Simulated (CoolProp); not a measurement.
A single-stage vapour-compression cycle with R21: evaporating at 239.15 K (dew point), condensing at 297.15 K (bubble point), superheat 0 K, subcooling 2 K, compressor efficiency 0.7, no pressure losses. Each further row changes one setting.

The numbers come from the reference Helmholtz-energy equation of state, Platzer 1990 in CoolProp. This equation is an older, rougher fit; its heat capacities, sound speeds and derivatives of the liquid may be far off and weren't checked against measurements.

| case | cooling COP | pressure ratio | discharge temperature (K) | refrigerating effect (kJ/kg) | volumetric capacity (kJ/m³) |
|---|---|---|---|---|---|
| as stated | 2.42 | 13.0 | 381.6 | 204 | 144 |
| evaporating temperature 244.15 K | 2.76 | 9.88 | 371.6 | 207 | 189 |
| condensing temperature 292.15 K | 2.70 | 10.9 | 371.2 | 210 | 148 |
| subcooling 7 K | 2.49 | 13.0 | 381.6 | 210 | 148 |
| superheat 10 K | 2.39 | 13.0 | 394.4 | 210 | 142 |
| compressor efficiency 0.6 | 2.08 | 13.0 | 402.0 | 204 | 144 |
